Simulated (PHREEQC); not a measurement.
PHREEQC input (Pitzer model, pitzer.dat):

```
SOLUTION 1
  temp 25
  units mol/kgw
  pH 7 charge
  Cl 0.0037
  Na 0.6137
  S(6) 0.23
  C(4) 0.075
END
USE solution 1
INCREMENTAL_REACTIONS false
REACTION 1
  H2O -1
  0 9.886 18.011 24.689 30.178 34.689 38.397 41.444
  43.949 46.007 47.699 49.089 50.232 51.172 51.944 52.578
  53.1 moles
EQUILIBRIUM_PHASES 1
  Burkeite 0 0
  Halite 0 0
  Mirabilite 0 0
  Nahcolite 0 0
  Natron 0 0
  Thenardite 0 0
  Trona 0 0
  CO2(g) -3.4 10
SELECTED_OUTPUT 1
  -reset false
  -pH true
  -pe true
  -ionic_strength true
  -water true
  -activities H2O
  -totals C Cl Na S
  -molalities H+ Na+ Cl- CO3-2 SO4-2 OH- HCO3- CO2 HSO4-
  -equilibrium_phases Burkeite Halite Mirabilite Nahcolite Natron Thenardite Trona
PRINT
  -reset false
END
```

Selected output (columns that matter, 17 of 17 rows; water left (kg) added in front):

```
water left (kg)	pH	mu	C	Cl	Na	S	m_H+	m_Na+	m_Cl-	m_CO3-2	la_H2O	Mirabilite	Thenardite	Trona
0.999584	9.6732	0.89357	0.10047	0.0037015	0.61396	0.2301	4.3599e-10	0.61396	0.0037015	0.049523	-0.0054774	0	0	0
0.821515	9.6987	1.0897	0.11981	0.0045039	0.74703	0.27997	4.2799e-10	0.74703	0.0045039	0.06271	-0.0065303	0	0	0
0.675168	9.722	1.3287	0.143	0.0054801	0.90896	0.34066	4.2144e-10	0.90896	0.0054801	0.079085	-0.0077801	0	0	0
0.554889	9.7432	1.6199	0.17088	0.006668	1.106	0.4145	4.156e-10	1.106	0.006668	0.099364	-0.0092649	0	0	0
0.456028	9.7622	1.9745	0.20443	0.0081135	1.3458	0.50436	4.0953e-10	1.3458	0.0081135	0.12441	-0.011033	0	0	0
0.374784	9.7791	2.4064	0.24488	0.0098724	1.6375	0.61369	4.0201e-10	1.6375	0.0098724	0.15526	-0.013149	0	0	0
0.308004	9.7939	2.9324	0.29375	0.012013	1.9925	0.74674	3.9151e-10	1.9925	0.012013	0.19315	-0.015699	0	0	0
0.25313	9.8066	3.5726	0.35292	0.014617	2.4244	0.90862	3.762e-10	2.4244	0.014617	0.23956	-0.018807	0	0	0
0.208018	9.8171	4.3521	0.42476	0.017787	2.9502	1.1057	3.5404e-10	2.9502	0.017787	0.29623	-0.022651	0	0	0
0.170955	9.8252	5.3004	0.51217	0.021643	3.5898	1.3454	3.2309e-10	3.5898	0.021643	0.36515	-0.027487	0	0	0
0.140483	9.8301	6.4544	0.61896	0.026338	4.3685	1.6372	2.8206e-10	4.3685	0.026338	0.44868	-0.033705	0	0	0
0.11069	9.8525	7.4819	0.77854	0.033427	5.0664	1.8389	2.3631e-10	5.0664	0.033427	0.57649	-0.039772	0.026448	0	0
0.0792582	9.9085	8.1829	1.0713	0.046683	5.5542	1.8075	1.9635e-10	5.5542	0.046683	0.82113	-0.044593	0.08674	0	0
0.0538022	9.9607	9.4314	1.5581	0.06877	6.42	1.7816	1.5372e-10	6.42	0.06877	1.2298	-0.0537	0.13415	0	0
0.0335359	9.9888	11.656	2.3308	0.11033	7.9612	1.8254	1.0635e-10	7.9612	0.11033	1.8691	-0.072022	0.16878	0	0.0030496
0.0148006	9.9815	11.563	2.2485	0.24999	7.94	1.8188	1.025e-10	7.94	0.24999	1.8039	-0.073844	0.20308	0	0.030007
0.00227551	9.8905	10.966	1.5348	1.626	7.9553	1.7831	7.0088e-11	7.9553	1.626	1.2281	-0.093973	0.21622	0.0097194	0.047904
```
